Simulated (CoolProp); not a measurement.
Vapour-liquid equilibrium of ethanol (1) + n-octane (2) at 455.6 K; x and y are mole fractions of (1).

Values from CoolProp's multi-fluid Helmholtz-energy mixture model, Schroeder 2014 and Beckmüller 2019; pair parameters Bell 2016.

| x | bubble pressure, mixture model (MPa) | bubble pressure, Raoult's law (MPa) | y, mixture model | y, Raoult's law |
|---|---|---|---|---|
| 0.05 | 0.6367 | 0.4759 | 0.367 | 0.219 |
| 0.2 | 1.116 | 0.7303 | 0.636 | 0.572 |
| 0.35 | 1.378 | 0.9847 | 0.716 | 0.742 |
| 0.5 | 1.563 | 1.239 | 0.768 | 0.842 |
| 0.65 | 1.728 | 1.493 | 0.820 | 0.908 |
| 0.8 | 1.888 | 1.748 | 0.884 | 0.955 |
| 0.95 | 2.040 | 2.002 | 0.967 | 0.990 |

The largest gap from Raoult's law is +52.8 % in bubble pressure, at x = 0.2. No azeotrope shows between x = 0.05 and 0.95.

Pair parameters are fitted to limited data, so mixtures are less certain than the pure fluids. With so large a gap from Raoult's law the liquid may split in two, which this calculation doesn't test in full.
